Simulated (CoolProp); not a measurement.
Saturated liquid density (kg/m³) of neopentane: the reference equation beside estimates from Tc = 160.6 °C, pc = 3.196 MPa, ω = 0.196. Rackett uses Z = 0.29056 − 0.08775 ω.

The numbers come from the reference Helmholtz-energy equation of state, Lemmon 2006 in CoolProp. It is a short technical equation, of lower accuracy than the large ones.

| T (°C) | reference | Rackett | van der Waals | Redlich-Kwong | Soave-Redlich-Kwong |
|---|---|---|---|---|---|
| 36.15 | 571.8 | 579.9 | 360.8 | 521.7 | 537.5 |
| 43.75 | 562.9 | 570.6 | 355.0 | 511.3 | 527.6 |
| 51.35 | 553.7 | 561.0 | 348.9 | 500.5 | 517.1 |
| 58.95 | 544.2 | 551.1 | 342.6 | 489.2 | 506.1 |
| 66.55 | 534.3 | 540.8 | 336.1 | 477.5 | 494.5 |
| 74.15 | 523.9 | 530.1 | 329.3 | 465.2 | 482.3 |
| 81.75 | 513.1 | 519.0 | 322.1 | 452.3 | 469.4 |
| 89.35 | 501.6 | 507.3 | 314.6 | 438.7 | 455.7 |
| 96.95 | 489.5 | 495.0 | 306.6 | 424.4 | 441.1 |
| 104.55 | 476.6 | 481.9 | 298.2 | 409.1 | 425.4 |
| 112.15 | 462.6 | 467.9 | 289.1 | 392.8 | 408.5 |

Absolute difference from the reference over all 11 rows, mean and median: Rackett 1.2 and 1.2 %, van der Waals 37.2 and 37.1 %, Redlich-Kwong 11.5 and 11.2 %, Soave-Redlich-Kwong 8.3 and 7.9 %.
